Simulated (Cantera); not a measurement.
Mixture: CH4 : H2 : O2 : N2 : CO2 = 1 : 0.074 : 1.13 : 4.26 : 0.24 (molar parts), equivalence ratio 1.8, at 750 Torr, adiabatic and at constant volume. Ignition delay is the time to a rise of 400 K.

Computed with Cantera and GRI-Mech 3.0 (53 species, 325 reactions).

### Question
What does this change do: 0.26 parts C2H6 added?

### Answer
```tsv
quantity	before	after
delay at 1148 K	54.5 ms	5.52 ms
delay at 1298 K	9.12 ms	0.840 ms
delay at 1448 K	1.76 ms	0.240 ms
delay at 1598 K	0.435 ms	83.7 µs
delay at 1748 K	0.142 ms	35.4 µs
apparent activation energy between 1598 and 1748 K	170 kJ/mol	130 kJ/mol
```
